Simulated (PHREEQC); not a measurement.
Polishing slurry liquid (model solution)

Solution (56 °C): 0.23 mol/kgw H2SO4, 0.17 mol/kgw Fe(NO3)3 and 0.096 mol/kgw KH2PO4. Closed to the air; pH follows from the charge balance.

Model: ion-association model, wateq4f.dat, run in PHREEQC.

Each row changes one thing in this solution. Precipitation was switched off in this run.

```json
[
 {"case": "as made", "pH": "0.69", "ionic strength (mol/kgw)": "0.849", "HSO4- (mol/kgw)": "0.142", "SO4-2 (mol/kgw)": "0.0138"},
 {"case": "KH2PO4 left out", "pH": "0.65", "ionic strength (mol/kgw)": "0.772", "HSO4- (mol/kgw)": "0.0791", "SO4-2 (mol/kgw)": "0.00685"},
 {"case": "Fe(NO3)3 left out", "pH": "0.89", "ionic strength (mol/kgw)": "0.279", "HSO4- (mol/kgw)": "0.203", "SO4-2 (mol/kgw)": "0.0220"},
 {"case": "Fe(NO3)3 from 0.17 to 0.187 mol/kgw", "pH": "0.68", "ionic strength (mol/kgw)": "0.900", "HSO4- (mol/kgw)": "0.130", "SO4-2 (mol/kgw)": "0.0127"},
 {"case": "Fe(NO3)3 replaced by KNO3 at the same molality", "pH": "0.88", "ionic strength (mol/kgw)": "0.453", "HSO4- (mol/kgw)": "0.194", "SO4-2 (mol/kgw)": "0.0236"},
 {"case": "KH2PO4 from 0.096 to 0.192 mol/kgw", "pH": "0.77", "ionic strength (mol/kgw)": "0.935", "HSO4- (mol/kgw)": "0.185", "SO4-2 (mol/kgw)": "0.0224"}
]
```

The ionic strength passes 0.7 mol/kgw, the rough limit of the ion-association models, in as made; KH2PO4 left out; Fe(NO3)3 from 0.17 to 0.187 mol/kgw; KH2PO4 from 0.096 to 0.192 mol/kgw. Some of these states are supersaturated (in Strengite, Hematite (slow to form), Goethite (slow to form), for instance). H3PO4, which wateq4f.dat lacks, is added to it with the constant of phreeqc.dat. Constants without temperature data keep their 25 °C values here.
